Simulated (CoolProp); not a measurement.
A closed Brayton cycle with carbon dioxide: compressor inlet 332.15 K and 8.3 MPa, high pressure 28.6 MPa, turbine inlet 760 K, compressor efficiency 0.8, turbine efficiency 0.85, recuperator effectiveness 0.95 (on enthalpy, no pinch check). Each further row changes one setting.

Computed with CoolProp (reference Helmholtz-energy equation of state, Span 1996).

```json
[
 {"case": "as stated", "thermal efficiency (%)": "___", "net work (kJ/kg)": "58.6", "compressor to turbine work": "0.57", "compressor exit (K)": "445.1", "turbine exit (K)": "627.2"},
 {"case": "turbine inlet 710 K", "thermal efficiency (%)": "___", "net work (kJ/kg)": "___", "compressor to turbine work": "0.62", "compressor exit (K)": "445.1", "turbine exit (K)": "___"},
 {"case": "compressor inlet 342.15 K", "thermal efficiency (%)": "23.7", "net work (kJ/kg)": "51.1", "compressor to turbine work": "___", "compressor exit (K)": "461.6", "turbine exit (K)": "627.2"},
 {"case": "high pressure 24.3 MPa", "thermal efficiency (%)": "___", "net work (kJ/kg)": "55.0", "compressor to turbine work": "0.54", "compressor exit (K)": "429.5", "turbine exit (K)": "___"},
 {"case": "recuperator effectiveness 0.5", "thermal efficiency (%)": "18.5", "net work (kJ/kg)": "58.6", "compressor to turbine work": "0.57", "compressor exit (K)": "445.1", "turbine exit (K)": "627.2"}
]
```

Problem. What belongs in the gaps?

Solution. 
- as stated, thermal efficiency (%): 26.2
- turbine inlet 710 K, thermal efficiency (%): 22.7
- turbine inlet 710 K, net work (kJ/kg): 47.6
- turbine inlet 710 K, turbine exit (K): 581.7
- compressor inlet 342.15 K, compressor to turbine work: 0.63
- high pressure 24.3 MPa, thermal efficiency (%): 27.0
- high pressure 24.3 MPa, turbine exit (K): 644.2
